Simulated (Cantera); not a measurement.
Charge: 1 mol Si, 6.3 mol Br₂, 5.8 mol H₂, at 975 °C and 5.48 Torr.

These are equilibrium values from Cantera (NASA tables, ideal gas, pure condensed phases), not measurements of a reactor. Candidate condensed phases: Br₂, Si; 19 gas species. The tables' values for SiBr₃ are old estimates; treat these amounts as uncertain. The numbers say what is thermodynamically allowed, not how fast it happens.

Base state: HBr 0.778, H₂ 0.129, SiBr₄ 0.0811, SiBr₂ 0.00514, Br 0.00374, SiBr₃ 0.00280, SiHBr₃ 0.000287, Br₂ 2.82e-5 (mole fractions); condensed: gas only.

What changes in the equilibrium state with this change: pressure from 5.48 Torr to 100 Torr?


| species | before | after |
|---|---|---|
| HBr | 0.778 | 0.775 |
| H₂ | 0.129 | 0.134 |
| SiBr₄ | 0.0811 | 0.0886 |
| SiBr₂ | 0.00514 | 0.000323 |
| Br | 0.00374 | 0.000854 |
| SiBr₃ | 0.00280 | 0.000733 |
| SiHBr₃ | 0.000287 | 0.000328 |

What changes in the equilibrium state with this change: H₂ from 5.8 to 11 mol?


| species | before | after |
|---|---|---|
| HBr | 0.778 | 0.552 |
| H₂ | 0.129 | 0.387 |
| SiBr₄ | 0.0811 | 0.0408 |
| SiBr₂ | 0.00514 | 0.0154 |
| Br₂ | 2.82e-5 | 4.73e-6 |
| Br | 0.00374 | 0.00153 |
| SiHBr₃ | 0.000287 | 0.000610 |
| SiBr₃ | 0.00280 | 0.00344 |
